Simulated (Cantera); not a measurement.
## Ignition delay

Mixture: 6.40 % CH₄, 14.9 % O₂, 78.7 % N₂, at 9000 Torr, adiabatic and at constant pressure. Ignition delay is the time to a rise of 400 K.

Cantera simulation using GRI-Mech 3.0 (53 species, 325 reactions); the numbers are that mechanism's predictions, not measurements. The pressure lies above the range GRI-Mech 3.0 was tuned for (to about 10 atm).

```
T0 (K)  delay (ms)
------  ----------
1223          3.72
1323          1.21
1423         0.434
1523         0.167
1623        0.0688
1723        0.0307
```

```json
{
  "apparent activation energy between 1523 and 1723 K": "180 kJ/mol"
}
```
